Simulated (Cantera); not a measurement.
Input (Python, Cantera):

```python
import numpy as np
import cantera as ct

gas = ct.Solution("gri30.yaml", transport_model="mixture-averaged")
show = ['N2', 'OH', 'CH4']

rows = []
print(f"{'T/K':>7s}{'rho':>11s}{'cp':>10s}{'mu':>11s}{'lambda':>11s}{'Pr':>7s}" + "".join(f"{'D_' + s:>11s}" for s in show))
for T in [400, 550, 700, 850, 1000, 1150]:
    gas.TPX = T, 13332, {'H2': 0.22}
    Pr = gas.cp_mass * gas.viscosity / gas.thermal_conductivity
    D = [gas.mix_diff_coeffs_mole[gas.species_index(s)] for s in show]
    rows.append([gas.density, gas.cp_mass, gas.viscosity, gas.thermal_conductivity, Pr, *D])
    print(f"{T:7g}{gas.density:11.4e}{gas.cp_mass:10.1f}{gas.viscosity:11.4e}"
          f"{gas.thermal_conductivity:11.4e}{Pr:7.3f}" + "".join(f"{d:11.4e}" for d in D))
print("SI units: kg/m3, J/kg/K, Pa s, W/m/K, m2/s")
```

Result:

```
    T/K        rho        cp         mu     lambda     Pr       D_N2       D_OH      D_CH4
    400 8.0815e-03   14522.5 1.0869e-05 2.2910e-01  0.689 9.6425e-04 1.3348e-03 9.1809e-04
    550 5.8775e-03   14518.0 1.3370e-05 2.8192e-01  0.689 1.6452e-03 2.2743e-03 1.5715e-03
    700 4.6180e-03   14555.7 1.5629e-05 3.3105e-01  0.687 2.4593e-03 3.3976e-03 2.3528e-03
    850 3.8031e-03   14779.1 1.7717e-05 3.7957e-01  0.690 3.3958e-03 4.6898e-03 3.2514e-03
   1000 3.2326e-03   14961.9 1.9676e-05 4.2830e-01  0.687 4.4466e-03 6.1400e-03 4.2596e-03
   1150 2.8110e-03   15271.7 2.1533e-05 4.7734e-01  0.689 5.6057e-03 7.7395e-03 5.3714e-03
SI units: kg/m3, J/kg/K, Pa s, W/m/K, m2/s
```

Detailed kinetics in Cantera: GRI-Mech 3.0 (53 species, 325 reactions).
